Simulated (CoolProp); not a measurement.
Properties of diethyl ether along the isotherm 226.85 °C (Tc = 194.7 °C, pc = 37.17 bar, ω = 0.282).

The numbers come from the reference Helmholtz-energy equation of state, Thol 2014 in CoolProp.

| p (bar) | phase | Z | cp (kJ/(kg K)) | Joule-Thomson coefficient (K/MPa) |
|---|---|---|---|---|
| 26.6 | gas | 0.7702 | 2.593 | 8.942 |
| 53.1 | supercritical | 0.4180 | 5.136 | 10.04 |
| 79.7 | supercritical | 0.3624 | 3.565 | 2.150 |
| 106 | supercritical | 0.4319 | 3.176 | 0.9978 |
| 133 | supercritical | 0.5102 | 3.025 | 0.5749 |
| 159 | supercritical | 0.5864 | 2.945 | 0.3621 |
| 186 | supercritical | 0.6648 | 2.891 | 0.2244 |
| 212 | supercritical | 0.7395 | 2.854 | 0.1332 |
| 239 | supercritical | 0.8162 | 2.825 | 0.06375 |
| 266 | supercritical | 0.8919 | 2.802 | 0.01068 |
| 292 | supercritical | 0.9640 | 2.783 | -0.02989 |
| 319 | supercritical | 1.038 | 2.768 | -0.06421 |
| 345 | supercritical | 1.109 | 2.755 | -0.09169 |
| 372 | supercritical | 1.181 | 2.743 | -0.1158 |

The peak of cp marks the crossing from liquid-like to gas-like fluid above the critical point.
